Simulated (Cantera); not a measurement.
What does this Cantera script print?

```python
import numpy as np
import cantera as ct

gas = ct.Solution("gri30.yaml")
gas.TPX = 1525, 3500, {'NO': 1, 'N2': 0.51}
reactor = ct.IdealGasConstPressureReactor(gas, energy="off", clone=False)
net = ct.ReactorNet([reactor])
net.rtol, net.atol = 1e-08, 1e-18
show = ['NO', 'N2O', 'N2', 'NO2', 'O2']
times = np.geomspace(3e-06, 300, 14)

steps = ct.SolutionArray(gas, extra=["t"])
rows = []
print(f"{'t/s':>10s}{'T/K':>9s}{'P/Pa':>11s}" + "".join(f"{s:>11s}" for s in show))
for t in times:
    while net.time < t:
        t_next = net.step()
        steps.append(gas.state, t=t_next)
    rows.append([np.interp(t, steps.t, y) for y in (steps.T, steps.P, *steps(*show).X.T)])
    print(f"{t:10.3e}{rows[-1][0]:9.1f}{rows[-1][1]:11.4g}" + "".join(f"{x:11.3e}" for x in rows[-1][2:]))
rate = np.gradient(steps.T, steps.t)
print("integrator steps:", len(steps.t))
if steps.T.max() > steps.T[0] + 200:
    print(f"time of steepest temperature rise: {steps.t[rate.argmax()]:.4e} s")
gas.TPX = 1525, 3500, {'NO': 1, 'N2': 0.51}
gas.equilibrate("TP")
print(f"equilibrium (TP): T = {gas.T:.1f} K  " + "  ".join(f"{s} {gas[s].X[0]:.3e}" for s in show))
```

Result:

```
       t/s      T/K       P/Pa         NO        N2O         N2        NO2         O2
 3.000e-06   1525.0       3500  6.623e-01  5.812e-10  3.377e-01  1.526e-13  1.531e-15
 1.237e-05   1525.0       3500  6.623e-01  2.397e-09  3.377e-01  2.586e-12  2.595e-14
 5.104e-05   1525.0       3500  6.623e-01  9.888e-09  3.377e-01  4.459e-11  4.475e-13
 2.105e-04   1525.0       3500  6.623e-01  4.078e-08  3.377e-01  7.385e-10  7.416e-12
 8.683e-04   1525.0       3500  6.623e-01  1.681e-07  3.377e-01  1.208e-08  1.220e-10
 3.581e-03   1525.0       3500  6.623e-01  6.922e-07  3.377e-01  1.767e-07  1.894e-09
 1.477e-02   1525.0       3500  6.622e-01  2.833e-06  3.377e-01  1.807e-06  3.024e-08
 6.093e-02   1525.0       3500  6.622e-01  1.133e-05  3.378e-01  1.012e-05  5.352e-07
 2.513e-01   1525.0       3500  6.621e-01  4.121e-05  3.378e-01  3.580e-05  9.888e-06
 1.037e+00   1525.0       3500  6.618e-01  1.070e-04  3.379e-01  6.086e-05  1.186e-04
 4.275e+00   1525.0       3500  6.606e-01  1.394e-04  3.385e-01  7.044e-05  7.333e-04
 1.763e+01   1525.0       3500  6.554e-01  1.369e-04  3.411e-01  9.162e-05  3.326e-03
 7.273e+01   1525.0       3500  6.345e-01  1.265e-04  3.515e-01  1.491e-04  1.368e-02
 3.000e+02   1525.0       3500  5.599e-01  9.545e-05  3.888e-01  2.477e-04  5.095e-02
integrator steps: 845
equilibrium (TP): T = 1525.0 K  NO 1.601e-03  N2O 1.679e-08  N2 6.681e-01  NO2 1.861e-06  O2 3.303e-01
```

Cantera simulation using GRI-Mech 3.0 (53 species, 325 reactions); the numbers are that mechanism's predictions, not measurements. Radical loss at walls, strong at low pressure, is not modelled.
